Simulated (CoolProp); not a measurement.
Vapour-liquid equilibrium of hydrogen sulfide (1) + n-pentane (2) at 486 kPa; x and y are mole fractions of (1).

The numbers come from the multi-fluid Helmholtz-energy mixture model, Lemmon 2006 and Thol 2019; pair parameters Kunz 2012 in CoolProp.

```tsv
x	bubble temperature (K)	y at the bubble point	dew temperature at overall composition x (K)	liquid density (mol/L)
0.05	342.1	0.429	362.2	8.185
0.15	303.6	0.837	357.5	9.342
0.25	281.3	0.937	352.4	10.38
0.35	269.7	0.966	346.9	11.40
0.45	263.6	0.977	340.8	12.51
0.55	260.2	0.982	333.9	13.80
0.65	257.9	0.985	325.7	15.36
0.75	255.9	0.988	315.5	17.33
0.85	253.8	0.992	301.5	19.94
0.95	251.2	0.997	276.7	23.52
```

No azeotrope shows between x = 0.05 and 0.95.

The pair parameters rest on a limited set of measurements; away from them the model extrapolates. The gap from Raoult's law changes sign with composition, which may be real or a fault of the pair parameters; it wasn't checked against measurements.
